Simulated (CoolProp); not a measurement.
Hydrogen chloride along the isotherm 328.5 K: density (kg/m³) from the reference equation and from simpler models built on Tc = 324.7 K, pc = 8314 kPa, ω = 0.130; each cubic takes its own stable root.

Values from CoolProp's reference Helmholtz-energy equation of state, Thol 2018.

```json
[
 {"p (kPa)": "65.7", "phase": "gas", "reference": "0.8796", "ideal gas": "0.8770", "Soave-Redlich-Kwong": "0.8793"},
 {"p (kPa)": "102", "phase": "gas", "reference": "1.368", "ideal gas": "1.362", "Soave-Redlich-Kwong": "1.367"},
 {"p (kPa)": "159", "phase": "gas", "reference": "2.137", "ideal gas": "2.123", "Soave-Redlich-Kwong": "2.136"},
 {"p (kPa)": "248", "phase": "gas", "reference": "3.347", "ideal gas": "3.311", "Soave-Redlich-Kwong": "3.344"},
 {"p (kPa)": "386", "phase": "gas", "reference": "5.241", "ideal gas": "5.153", "Soave-Redlich-Kwong": "5.233"},
 {"p (kPa)": "602", "phase": "gas", "reference": "8.255", "ideal gas": "8.036", "Soave-Redlich-Kwong": "8.235"},
 {"p (kPa)": "937", "phase": "gas", "reference": "13.05", "ideal gas": "12.51", "Soave-Redlich-Kwong": "13.00"},
 {"p (kPa)": "1460", "phase": "gas", "reference": "20.86", "ideal gas": "19.49", "Soave-Redlich-Kwong": "20.73"},
 {"p (kPa)": "2270", "phase": "gas", "reference": "33.83", "ideal gas": "30.30", "Soave-Redlich-Kwong": "33.50"},
 {"p (kPa)": "3540", "phase": "gas", "reference": "56.88", "ideal gas": "47.26", "Soave-Redlich-Kwong": "55.93"},
 {"p (kPa)": "5510", "phase": "gas", "reference": "102.9", "ideal gas": "73.55", "Soave-Redlich-Kwong": "99.70"},
 {"p (kPa)": "8570", "phase": "supercritical", "reference": "279.7", "ideal gas": "114.4", "Soave-Redlich-Kwong": "252.4"},
 {"p (kPa)": "13300", "phase": "supercritical", "reference": "718.3", "ideal gas": "177.5", "Soave-Redlich-Kwong": "573.4"},
 {"p (kPa)": "20800", "phase": "supercritical", "reference": "803.0", "ideal gas": "277.7", "Soave-Redlich-Kwong": "666.9"}
]
```
